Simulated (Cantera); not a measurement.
Input: 1 mol AlN, 20 mol Cl2, 0.48 mol N2, equilibrated at 1.00 bar.

Method: chemical equilibrium by Gibbs-energy minimisation in Cantera with the NASA 1993 tables (ideal gas, pure condensed phases). Candidate condensed phases: Al, AlCl3, AlN; 11 gas species. Rates play no part. All values below are at 900 K.

Base state: Cl2 0.904, N2 0.0479, AlCl3 0.0468, Al2Cl6 0.00103, Cl 7.03e-5 (mole fractions); condensed: gas only.

### Question
What changes in the equilibrium state with this change: pressure from 1.00 bar to 0.170 bar?

### Answer
```tsv
species	before	after
Cl2	0.904	0.903
AlCl3	0.0468	0.0485
N2	0.0479	0.0479
Al2Cl6	0.00103	0.000187
Cl	7.03e-5	0.000170
```
